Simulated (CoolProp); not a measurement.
Vapour-liquid equilibrium of n-perfluorobutane (1) + R365MFC (2) at 0.251 MPa; x and y are mole fractions of (1).

Values from CoolProp's multi-fluid Helmholtz-energy mixture model, Gao 2022 and Lemmon 2016; pair parameters Bell 2016.

| x | bubble temperature (°C) | y at the bubble point | dew temperature at overall composition x (°C) | liquid density (mol/L) |
|---|---|---|---|---|
| 0.05 | 54.3 | 0.357 | 66.4 | 7.895 |
| 0.2 | 36.0 | 0.684 | 60.8 | 7.744 |
| 0.35 | 30.6 | 0.759 | 54.6 | 7.433 |
| 0.5 | 28.2 | 0.796 | 47.3 | 7.115 |
| 0.65 | 26.4 | 0.831 | 38.3 | 6.829 |
| 0.8 | 24.7 | 0.880 | 28.0 | 6.584 |
| 0.95 | 23.4 | 0.961 | 23.5 | 6.377 |

No azeotrope shows between x = 0.05 and 0.95.

The pair parameters rest on a limited set of measurements; away from them the model extrapolates. With so large a gap from Raoult's law the liquid may split in two, which this calculation doesn't test in full.
